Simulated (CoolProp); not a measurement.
Vapour-liquid equilibrium of ethylbenzene (1) + p-xylene (2) at 309.7 K; x and y are mole fractions of (1).

Computed with CoolProp (multi-fluid Helmholtz-energy mixture model, Zhou 2012 and Zhou 2012; pair parameters Bell 2016).

```tsv
x	bubble pressure (MPa)	y at the bubble point	dew pressure at overall composition x (MPa)	liquid density (mol/L)
0.05	0.002235	0.056	0.002234	7.977
0.2	0.002273	0.216	0.002270	7.983
0.35	[?]	0.369	0.002301	7.991
0.5	0.002331	0.518	0.002328	7.999
0.65	[?]	0.665	0.002353	8.007
0.8	0.002377	0.810	0.002375	8.016
0.95	[?]	0.953	[?]	[?]
```

Q: Some entries are withheld; supply them.

A: 
- 0.35, bubble pressure (MPa): 0.002305
- 0.65, bubble pressure (MPa): 0.002355
- 0.95, bubble pressure (MPa): 0.002399
- 0.95, dew pressure at overall composition x (MPa): 0.002398
- 0.95, liquid density (mol/L): 8.025

No azeotrope shows between x = 0.05 and 0.95.

The pair parameters rest on a limited set of measurements; away from them the model extrapolates.
